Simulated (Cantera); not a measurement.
Charge: 1 mol SiC, 0.064 mol N₂O, 3.5 mol H₂, held at 1475 K.

Cantera equilibrium calculation (NASA polynomials, part measured and part estimated; ideal gas, pure solids and liquids). Candidate condensed phases: C, C₆H₆, C₇H₈, C₈H₁₈, H₂O, Si, SiC, SiO₂, Si₂N₂O, Si₃N₄; 151 gas species. Mutual solubility and eutectic melting of coexisting phases are not modelled. The numbers say what is thermodynamically allowed, not how fast it happens.

x: gas mole fraction; n: condensed amount in mol.

| P (Pa) | x H₂ | x CH₄ | x N₂ | x H | x CO | n SiC(s) | n Si₂N₂O(s) | n C(graphite) |
|---|---|---|---|---|---|---|---|---|
| 0.100 | 0.951 | 1.16e-10 | 0.0175 | 0.0127 | 0.00919 | 0.966 | 0 | 0 |
| 1.50 | 0.961 | 1.70e-9 | 0.0176 | 0.00328 | 0.00883 | 0.968 | 0 | 0 |
| 22 | 0.964 | 2.49e-8 | 0.0176 | 0.000858 | 0.00882 | 0.968 | 0 | 0 |
| 320 | 0.974 | (withheld) | (withheld) | (withheld) | 0.0113 | 0.959 | (withheld) | 0 |
| 4600 | 0.976 | (withheld) | (withheld) | (withheld) | 0.0118 | 0.957 | (withheld) | 0 |
| 68000 | 0.995 | 0.00196 | 0.00157 | 1.57e-5 | 0.00159 | 0.883 | 0.0584 | 0.104 |
| 1000000 | 0.972 | 0.0275 | 0.000105 | 4.04e-6 | 0.000110 | 0.873 | 0.0636 | 0.0330 |

Q: Some entries are withheld; supply them.

A: 
- 320, x CH₄: 9.64e-7
- 320, x N₂: 0.0130
- 320, x H: 0.000226
- 320, n Si₂N₂O(s): 0.0173
- 4600, x CH₄: 8.10e-5
- 4600, x N₂: 0.0119
- 4600, x H: 5.97e-5
- 4600, n Si₂N₂O(s): 0.0214
